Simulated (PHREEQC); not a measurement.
A solution holds 11 mmol/kgw Cu(NO3)2, 5 mmol/kgw HNO3 and 2.5 mmol/kgw FeCl3, at 25 °C and 50 atm. Closed to the air; pH follows from the charge balance.

Equilibrium calculation in PHREEQC: ion-association model, phreeqc.dat.

The ionic strength comes out as 0.0506 mol/kgw. What activity coefficients do FeCl+2, Cu+2, FeCl2+, H+, Fe+3 get?

FeCl+2 0.46, Cu+2 0.48, FeCl2+ 0.82, H+ 0.85, Fe+3 0.24.

No solid was allowed to form. Examples of supersaturated solids here: Hematite (slow to form), Goethite (slow to form). Others may be too. Complexes and solids missing from the database can't appear. Under pressure, the constants of complexes without a molar volume in the database are unreliable.
